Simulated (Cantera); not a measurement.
# Equilibrium for abatement and gas-phase synthesis: SF₆ + H₂ + SO₂

Feed: 1 mol SF₆, 1.7 mol H₂, 0.0046 mol SO₂, at 0.0190 bar.

Cantera equilibrium calculation (NASA polynomials, part measured and part estimated; ideal gas, pure solids and liquids). Candidate condensed phases: H₂O, H₂SO₄, S; 71 gas species. Ions and electrons are included (thermal ionisation). The numbers say what is thermodynamically allowed, not how fast it happens.

| T (°C) | x F | x HF | x H | x S |
|---|---|---|---|---|
| 2727 | 0.379 | 0.473 | 0.0101 | 0.130 |
| 2977 | 0.404 | 0.408 | 0.0514 | 0.132 |
| 3227 | 0.463 | 0.269 | 0.144 | 0.121 |
| 3477 | 0.523 | 0.128 | 0.238 | 0.108 |
| 3727 | 0.555 | 0.0500 | 0.292 | 0.101 |
| 3977 | 0.568 | 0.0190 | 0.313 | 0.0982 |
| 4227 | 0.573 | 0.00763 | 0.321 | 0.0971 |
| 4477 | 0.575 | 0.00331 | 0.324 | 0.0966 |
| 4727 | 0.575 | 0.00155 | 0.325 | 0.0963 |
x: gas mole fraction; nothing condenses.

From 2727 °C to 4727 °C nothing is condensed.
